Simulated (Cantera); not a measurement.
What does this Cantera script print?

```python
import numpy as np
import cantera as ct

gas_names = """
    C CH CH2 CH3 CH2OH CH3O CH4 CH3OH CO CO2 COOH C2 C2H CHCO,ketyl C2H2,acetylene C2H2,vinylidene
    CH2CO,ketene C2H3,vinyl CH3CO,acetyl C2H4 C2H4O,ethylen CH3CHO,ethanal CH3COOH (HCOOH)2 C2H5 C2H6
    CH3OCH3 C2H5OH C2O C3 C3H3,propargyl C3H4,allene C3H4,propyne C3H4,cyclo- C3H5,allyl C3H6,propylene
    C3H6,cyclo- C3H6O C3H7,n-propyl C3H7,i-propyl C3H8 C3H8O,1propanol C3H8O,2propanol C3O2 C4 C4H2
    C4H4,1,3-cyclo- C4H6,butadiene C4H6,2-butyne C4H6,cyclo- C4H8,1-butene C4H8,cis2-buten
    C4H8,tr2-butene C4H8,isobutene C4H8,cyclo- (CH3COOH)2 C4H9,n-butyl C4H9,i-butyl C4H9,s-butyl
    C4H9,t-butyl C4H10,isobutane C4H10,n-butane C5 C5H6,1,3cyclo- C5H8,cyclo- C5H10,1-pentene
    C5H10,cyclo- C5H11,pentyl C5H11,t-pentyl C5H12,n-pentane C5H12,i-pentane CH3C(CH3)2CH3 C6H2
    C6H5,phenyl C6H5O,phenoxy C6H6 C6H5OH,phenol C6H10,cyclo- C6H12,1-hexene C6H12,cyclo- C6H13,n-hexyl
    C7H7,benzyl C7H8 C7H8O,cresol C7H14,1-heptene C7H15,n-heptyl C7H16,n-heptane C8H8,styrene
    C8H10,ethylbenz C8H16,1-octene C8H17,n-octyl C8H18,isooctane C8H18,n-octane C9H19,n-nonyl
    C10H8,naphthale C10H21,n-decyl C12H9,o-bipheny C12H10,bipheny Cu CuO Cu2 H HCO HO2 H2
    HCHO,formaldehy HCOOH H2O H2O2 O OH O2 O3
""".split()
cond_names = """
    C(gr) C6H6(L) C7H8(L) C8H18(L),n-octa Cu(cr) Cu(L) CuO(s) CuO2H2(s) Cu2O(s) Cu2O(L) H2O(s) H2O(L)
""".split()


def load(file, names, dense=False):
    # The tables refer to 1 bar. Condensed volumes are neglected.
    table = {s.name: s for s in ct.Species.list_from_file(file)}
    out = []
    for n in names:
        d = dict(table[n].input_data)
        d["thermo"] = dict(d["thermo"], **{"reference-pressure": 1e5})
        if dense:
            d["equation-of-state"] = {"model": "constant-volume", "density": "1e6 g/cm^3"}
        out.append(ct.Species.from_dict(d))
    return out


gas = ct.Solution(thermo="ideal-gas", species=load("nasa_gas.yaml", gas_names))
cond = {s.name: ct.Solution(thermo="fixed-stoichiometry", species=[s], name=s.name)
        for s in load("nasa_condensed.yaml", cond_names, dense=True)}
atoms = {
    'Cu': {'Cu': 1},
    'CO2': {'C': 1, 'O': 2},
    'H2': {'H': 2},
}
top_T = {'C(gr)': 4500, 'CuO(s)': 1390}  # K; cautious upper limits of use, not melting points


def equilibrate(T, P, feed):
    n = {}
    for name, mol in feed.items():
        for a, k in atoms[name].items():
            n[a] = n.get(a, 0.0) + k * mol
    gas.TPX = T, P, n
    mass = sum(n.values()) * gas.mean_molecular_weight
    gas.equilibrate("TP")
    valid = [c for c in cond.values() if c.min_temp <= T <= top_T.get(c.name, c.max_temp)]
    mix = ct.Mixture([(gas, mass / gas.mean_molecular_weight)] + [(c, 0.0) for c in valid])
    mix.T, mix.P = T, P
    mix.equilibrate("TP", solver="vcs", rtol=1e-11, max_steps=5000)
    return mix


results = []
feed = {'Cu': 1, 'CO2': 24, 'H2': 2.3}  # mol
P = 510000  # Pa
for T in [998, 1073, 1148, 1223, 1298, 1373, 1448, 1523, 1598]:
    mix = equilibrate(T, P, feed)
    results.append((T, P, feed, dict(zip(mix.species_names, mix.species_moles))))

top = {s: max(r[3][s] / sum(r[3][g] for g in gas_names) for r in results) for s in gas_names}
cols = sorted((s for s in top if top[s] > 0.0001), key=lambda s: -top[s])[:6]
seen = [c for c in cond_names if any(r[3].get(c, 0) > 1e-12 for r in results)]
print("log10 of partial pressures in bar; condensed amounts in mol")
print(f"{'T/K':>10s}" + "".join(f"{s[:9]:>10s}" for s in cols + seen))
for T, P, feed, n in results:
    ng = sum(n[g] for g in gas_names)
    print(f"{T:10.4g}" + "".join(f"{np.log10(max(n[s] / ng * P / 1e5, 1e-99)):10.3f}" for s in cols)
          + "".join(f"{n.get(c, 0):10.4g}" for c in seen))
```

It prints:

```
log10 of partial pressures in bar; condensed amounts in mol
       T/K       CO2        CO       H2O        H2    Cu(cr)     Cu(L)
       998     0.629    -0.405    -0.405    -1.279         1         0
      1073     0.628    -0.393    -0.393    -1.380         1         0
      1148     0.628    -0.385    -0.385    -1.470         1         0
      1223     0.627    -0.379    -0.379    -1.550         1         0
      1298     0.627    -0.375    -0.375    -1.620         1         0
      1373     0.626    -0.371    -0.371    -1.683         0         1
      1448     0.626    -0.369    -0.369    -1.738         0         1
      1523     0.626    -0.367    -0.367    -1.788         0    0.9999
      1598     0.626    -0.365    -0.365    -1.833         0    0.9998
```

Equilibrium computed with Cantera from the NASA thermochemical tables; the gas is ideal and each condensed phase is pure.
